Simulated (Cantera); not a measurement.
A perfectly stirred reactor is fed with NO : N₂ = 1 : 0.63 (molar parts), at 1500 Pa; it is held at 1675 K, and followed from long to short residence time.

Computed with Cantera and GRI-Mech 3.0 (53 species, 325 reactions). Radical loss at walls, strong at low pressure, is not modelled.

**Question.** What does this change do: pressure from 1500 Pa to 2600 Pa?

**Answer.** 
```json
[
 {"quantity": "x(NO) at τ = 27.0 s", "before": "0.590", "after": "0.575"},
 {"quantity": "x(O) at τ = 27.0 s", "before": "4.45e-5", "after": "3.75e-5"},
 {"quantity": "x(O₂) at τ = 27.0 s", "before": "0.0117", "after": "0.0190"},
 {"quantity": "x(N₂) at τ = 27.0 s", "before": "0.398", "after": "0.406"},
 {"quantity": "x(N₂O) at τ = 27.0 s", "before": "0.000112", "after": "0.000110"},
 {"quantity": "x(NO) at τ = 70.0 ms", "before": "0.613", "after": "0.613"},
 {"quantity": "x(O) at τ = 70.0 ms", "before": "1.39e-5", "after": "1.29e-5"},
 {"quantity": "x(O₂) at τ = 70.0 ms", "before": "6.36e-6", "after": "1.71e-5"},
 {"quantity": "x(N₂) at τ = 70.0 ms", "before": "0.387", "after": "0.387"},
 {"quantity": "x(N₂O) at τ = 70.0 ms", "before": "2.28e-5", "after": "3.52e-5"}
]
```

**Question.** What does this change do: pressure from 1500 Pa to 13300 Pa?

**Answer.** 
| quantity | before | after |
|---|---|---|
| x(NO) at τ = 27.0 s | 0.590 | 0.480 |
| x(O) at τ = 27.0 s | 4.45e-5 | 2.57e-5 |
| x(O₂) at τ = 27.0 s | 0.0117 | 0.0662 |
| x(N₂) at τ = 27.0 s | 0.398 | 0.453 |
| x(N₂O) at τ = 27.0 s | 0.000112 | 7.99e-5 |
| x(NO) at τ = 70.0 ms | 0.613 | 0.613 |
| x(O) at τ = 70.0 ms | 1.39e-5 | 6.79e-6 |
| x(O₂) at τ = 70.0 ms | 6.36e-6 | 0.000163 |
| x(N₂) at τ = 70.0 ms | 0.387 | 0.387 |
| x(N₂O) at τ = 70.0 ms | 2.28e-5 | 8.81e-5 |
